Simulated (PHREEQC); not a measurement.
Dissolve 0.0048 mol/kgw H2SO4, 7.2e-05 mol/kgw FeSO4 and 0.19 mol/kgw NiSO4 at 25 °C. Closed to the air; pH follows from the charge balance.

Equilibrium calculation in PHREEQC: ion-association model, wateq4f.dat.

| quantity | before | after |
|---|---|---|
| pH | 2.64 | 2.14 |
| ionic strength (mol/kgw) | 0.369 | 0.0113 |
| SO4-2 (mol/kgw) | 0.0897 | 0.00321 |
| HSO4- (mol/kgw) | 0.00667 | 0.00164 |
| Fe+2 (mol/kgw) | 3.70e-5 | 5.72e-5 |
| FeSO4 (mol/kgw) | 3.43e-5 | 1.41e-5 |
| SI of Melanterite (FeSO4:7H2O) | -4.48 | -4.89 |

Problem. Which change was made?
(A) temperature from 25 to 75 °C
(B) NiSO4 left out
(C) NiSO4 from 0.19 to 0.171 mol/kgw
(D) temperature from 25 to 40 °C
(E) H2SO4 left out

Solution. B, NiSO4 left out

No solid was allowed to form.
